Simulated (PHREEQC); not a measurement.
Model water analysis in mg/L, 18 °C, pH 3.14, pe 12.9:

```json
[
 {"constituent": "Na", "mg/L": "142"},
 {"constituent": "K", "mg/L": "314"},
 {"constituent": "Ca", "mg/L": "248"},
 {"constituent": "Mg", "mg/L": "17.3"},
 {"constituent": "Cl", "mg/L": "346"},
 {"constituent": "S(6) as SO4", "mg/L": "902"},
 {"constituent": "Zn", "mg/L": "5.6"},
 {"constituent": "B", "mg/L": "0.999"},
 {"constituent": "Li", "mg/L": "0.0239"}
]
```

Valence states are taken as typed.

Computed with PHREEQC (ion-association model, phreeqc.dat).

```json
[
 {"quantity": "ionic strength (mol/kgw)", "before": "0.0376", "after": "0.104"},
 {"quantity": "SO4-2 (mol/kgw)", "before": "0.00718", "after": "0.0194"},
 {"quantity": "Ca+2 (mol/kgw)", "before": "0.00473", "after": "0.0127"},
 {"quantity": "CaSO4 (mol/kgw)", "before": "0.00146", "after": "0.00589"},
 {"quantity": "Mg+2 (mol/kgw)", "before": "0.000522", "after": "0.00138"},
 {"quantity": "SI of Gypsum (CaSO4:2H2O)", "before": "-0.48", "after": "+0.13"},
 {"quantity": "SI of Sylvite (KCl)", "before": "-5.14", "after": "-4.26"}
]
```

Question: Name the change that produced these shifts.
A) S(6) from 902 to 1800 mg/L
B) temperature from 18 to 5 °C at the same typed pH
C) all concentrations times 3 at the same typed pH

Answer: C, all concentrations times 3 at the same typed pH

This is a speciation only: nothing precipitates in the calculation. Some of these states are supersaturated (in Gypsum, for instance).
